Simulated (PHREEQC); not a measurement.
Make-up at 20 °C: 140 mmol/kgw KOH and 1.2 mmol/kgw LiBr. Closed to the air; pH follows from the charge balance.

The numbers come from PHREEQC with the ion-association model, wateq4f.dat.

This is a speciation only: nothing precipitates in the calculation.

Task: Predict the pH.

Result: pH 13.18.

Complexes and solids missing from the database can't appear.
